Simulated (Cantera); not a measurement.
Standard-state values (1 bar) from the NASA 1993 polynomials, evaluated with Cantera. Values are per mole of reaction as written; species without (g) are pure solids or liquids, kept so even where they would boil at 1 bar. VN: taken at fixed stoichiometry.

### Question
Between 650 and 2050 K, where is each reaction favourable under standard conditions?
- 4 VN + 5 O2(g) → 2 V2O5 + 4 N(g)

### Answer
- 4 VN + 5 O2(g) → 2 V2O5 + 4 N(g): ΔG° is -156 kJ at 650 K and -12 kJ at 2050 K; it stays negative (K > 1). ΔH° is -120 kJ and ΔS° -53 J/K at 2050 K.
